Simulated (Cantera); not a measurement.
A Cantera script and what it prints.

```python
import numpy as np
import cantera as ct

gas_names = """
    C CN CO CO2 C2 CCN CNC C2N2 C2O C3 C3O2 C4 C4N2 C5 Cu CuO Cu2 N NCO NO NO2 NO3 N2 N2O O O2 O3
""".split()
cond_names = """
    C(gr) Cu(cr) Cu(L) CuO(s) Cu2O(s) Cu2O(L)
""".split()


# ... load() reads the species with a 1 bar reference pressure and builds the phases ...
atoms = {
    'Cu': {'Cu': 1},
    'CO2': {'C': 1, 'O': 2},
    'N2': {'N': 2},
}
top_T = {'C(gr)': 4500, 'CuO(s)': 1390}  # K; cautious upper limits of use, not melting points


# ... equilibrate(T, P, feed) seeds the gas with the atoms and calls Mixture.equilibrate('TP', solver="vcs", rtol=1e-11, max_steps=5000) ...
results = []
feed = {'Cu': 1, 'CO2': 1.5, 'N2': 5.1}  # mol
T = 1150  # K
P = 13332.2  # Pa
mix = equilibrate(T, P, feed)
results.append((T, P, feed, dict(zip(mix.species_names, mix.species_moles))))
x = sorted(zip(gas.X, gas.species_names), reverse=True)
print(f"T = {T:g} K  P = {P:g} Pa  gas = {mix.phase_moles(0):.4g} mol")
print("   x: " + "  ".join(f"{s} {v:.3e}" for v, s in x if v > 1e-05))
print("   condensed (mol): " + ("  ".join(f"{mix.phase(i).name} {mix.phase_moles(i):.4g}"
      for i in range(1, mix.n_phases) if mix.phase_moles(i) > 1e-12) or "none"))
```

It prints:

```
T = 1150 K  P = 13332.2 Pa  gas = 6.6 mol
   x: N2 7.727e-01  CO2 2.273e-01
   condensed (mol): Cu(cr) 0.9999  Cu2O(s) 5.158e-05
```

Cantera equilibrium calculation (NASA polynomials, part measured and part estimated; ideal gas, pure solids and liquids). Mutual solubility and eutectic melting of coexisting phases are not modelled.
